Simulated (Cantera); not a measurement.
A jet of CH₄ : O₂ : N₂ = 0.023 : 0.053 : 0.79 (molar parts) at 300 K and 36.0 Torr hits a platinum plate 9.2 cm away at a mass flux of 0.13 kg/m²/s; the plate temperature is set and raised in steps from an oxygen-covered start.

Model: Deutschmann's 1995 Pt surface mechanism with GRI-Mech 3.0 gas chemistry, integrated in Cantera. Catalytic surfaces can have several steady states; this one follows from the mechanism file's or the stated starting coverage.

x: mole fraction at the wall; θ: surface coverage.

| plate T (K) | wall x CH₄ | wall x O₂ | wall x H₂O | wall x OH | wall x CO | wall x CO₂ | θ free Pt | θ O* |
|---|---|---|---|---|---|---|---|---|
| 850 | 0.0205 | 0.0483 | 0.0114 | <1e-8 | ? | 0.00741 | 0.211 | 0.789 |
| 900 | 0.0164 | 0.0396 | 0.0190 | 3.05e-8 | ? | 0.0125 | 0.295 | 0.704 |
| 950 | 0.0125 | 0.0315 | 0.0261 | 9.51e-8 | ? | 0.0171 | 0.386 | 0.613 |
| 1000 | 0.00960 | 0.0253 | 0.0315 | 2.54e-7 | ? | 0.0207 | 0.476 | 0.523 |
| 1050 | 0.00754 | 0.0210 | 0.0352 | 5.92e-7 | ? | 0.0232 | 0.562 | 0.437 |
| 1100 | 0.00616 | 0.0181 | 0.0377 | 1.25e-6 | ? | 0.0249 | 0.640 | 0.359 |
| 1150 | 0.00521 | 0.0161 | 0.0394 | 2.44e-6 | ? | 0.0260 | 0.710 | 0.290 |
| 1200 | 0.00456 | 0.0148 | 0.0405 | 4.41e-6 | ? | 0.0267 | 0.769 | 0.230 |

### Question
What belongs in the gaps?

### Answer

- 850, wall x CO: 6.78e-6
- 900, wall x CO: 7.94e-6
- 950, wall x CO: 8.77e-6
- 1000, wall x CO: 9.57e-6
- 1050, wall x CO: 1.06e-5
- 1100, wall x CO: 1.22e-5
- 1150, wall x CO: 1.46e-5
- 1200, wall x CO: 1.80e-5
